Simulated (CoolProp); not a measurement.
Saturated liquid density (kg/m³) of isobutene: the reference equation beside estimates from Tc = 418.1 K, pc = 4.016 MPa, ω = 0.193. Rackett uses Z = 0.29056 − 0.08775 ω.

Model: reference Helmholtz-energy equation of state, Lemmon 2005, in CoolProp. It is a short technical equation, of lower accuracy than the large ones.

```tsv
T (K)	reference	Rackett	van der Waals	Redlich-Kwong	Soave-Redlich-Kwong	Peng-Robinson
306.4	577.9	576.0	359.0	516.9	533.0	604.2
316.2	565.0	562.9	350.7	502.0	518.6	588.2
326.1	551.2	549.1	341.9	486.2	503.1	570.8
335.9	536.9	534.6	332.7	469.5	486.6	552.1
345.8	521.5	519.2	322.7	451.6	468.5	531.7
355.7	505.0	502.7	312.0	432.3	448.9	509.3
365.5	487.1	485.0	300.5	411.6	427.6	484.8
375.4	467.1	465.3	287.6	388.6	403.8	457.2
```

Absolute difference from the reference over all 8 rows, mean and median: Rackett 0.4 and 0.4 %, van der Waals 38.1 and 38.1 %, Redlich-Kwong 13.3 and 13.0 %, Soave-Redlich-Kwong 10.1 and 9.8 %, Peng-Robinson 2.6 and 2.5 %.
